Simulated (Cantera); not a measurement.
An adiabatic, constant-pressure homogeneous reactor starts with CH₄ : CO : O₂ : N₂ = 1 : 0.1 : 2.41 : 26.5 (molar parts), equivalence ratio 0.85, at 1798 K and 770000 Pa.

Detailed kinetics in Cantera: GRI-Mech 3.0 (53 species, 325 reactions).

x: mole fraction; the columns are a selection and need not sum to one.

```csv
t (s),T (K),x CH₄,x CO,x O₂,x NO,x CH₂,x HO₂,x CH₂CO
6.00e-6,1798,0.0331,0.00333,0.0802,2.08e-11,9.03e-9,___,4.24e-9
1.49e-5,1799,0.0323,0.00338,0.0798,1.32e-10,8.79e-8,___,3.04e-7
3.69e-5,1863,0.0194,0.00871,0.0697,1.73e-8,5.55e-6,___,0.000197
9.15e-5,2435,<1e-12,0.00653,0.0147,0.000154,<1e-12,___,<1e-12
0.000227,2475,<1e-12,0.00360,0.0131,0.000312,<1e-12,2.27e-6,<1e-12
0.000563,2476,<1e-12,0.00343,0.0129,0.000616,<1e-12,2.20e-6,<1e-12
0.00140,2475,<1e-12,0.00344,0.0126,0.00129,<1e-12,2.16e-6,<1e-12
0.00346,2472,<1e-12,0.00347,0.0120,0.00258,<1e-12,2.06e-6,<1e-12
0.00859,2468,<1e-12,0.00351,0.0112,0.00424,<1e-12,1.94e-6,<1e-12
0.0213,2466,<1e-12,0.00353,0.0108,0.00512,<1e-12,1.88e-6,<1e-12
0.0529,2466,<1e-12,0.00354,0.0108,0.00520,<1e-12,1.88e-6,<1e-12
0.131,2466,<1e-12,0.00354,0.0108,0.00520,<1e-12,1.88e-6,<1e-12
0.325,2466,<1e-12,0.00354,0.0108,0.00520,<1e-12,1.88e-6,<1e-12
0.806,2466,<1e-12,0.00354,0.0108,0.00520,<1e-12,1.88e-6,<1e-12
2.00,2466,<1e-12,0.00354,0.0108,0.00520,<1e-12,1.88e-6,<1e-12
```

What belongs in the gaps?


- 6.00e-6, x HO₂: 6.16e-6
- 1.49e-5, x HO₂: 1.38e-5
- 3.69e-5, x HO₂: 0.000110
- 9.15e-5, x HO₂: 3.33e-6
